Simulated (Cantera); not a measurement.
Cantera with NASA thermochemical tables; ideal gases at 1 bar, condensed phases pure. Values are per mole of reaction as written; species without (g) are pure solids or liquids, kept so even where they would boil at 1 bar.

3 FeS2 + 4 NH3(g) ⇌ 4 N(g) + 6 H2S(g) + 3 Fe, with ΔH° = 2466.2 kJ and ΔS° = 1000.1 J/K at 300 K.

Question: How far is the shortcut ΔG° ≈ ΔH°(300 K) − T·ΔS°(300 K) from the full temperature-dependent value at 475, 525, 575, 625, 675, 725, 775, 825 K?

Answer: 
```csv
T (K),shortcut (kJ),full (kJ),difference (kJ),difference in log10 K
475,1991.1,1990.0,1.1,-0.12
525,1941.1,1939.4,1.7,-0.17
575,1891.1,1888.8,2.3,-0.21
625,1841.1,1838.2,2.9,-0.24
675,1791.1,1787.5,3.6,-0.28
725,1741.1,1736.8,4.3,-0.31
775,1691.1,1686.0,5.0,-0.34
825,1641.1,1635.2,5.8,-0.37
```
The shortcut ignores the heat-capacity change of the reaction.
